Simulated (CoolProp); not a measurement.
The numbers come from the reference Helmholtz-energy equation of state, Lemmon 2006 in CoolProp. It is a short technical equation, of lower accuracy than the large ones.

Q: For isopentane, give the phase and the density (kg/m³), cv (kJ/(kg K)), Joule-Thomson coefficient (K/MPa), expansivity (1/kK) at 120.35 °C and 4.39 bar; 198.45 °C and 4.39 bar; 212.65 °C and 4.39 bar.

A: 
- 120.35 °C and 4.39 bar: gas; density 10.5, cv 2.01, Joule-Thomson coefficient 13.7, expansivity 3.34
- 198.45 °C and 4.39 bar: gas; density 8.43, cv 2.32, Joule-Thomson coefficient 7.35, expansivity 2.44
- 212.65 °C and 4.39 bar: gas; density 8.15, cv 2.38, Joule-Thomson coefficient 6.69, expansivity 2.34
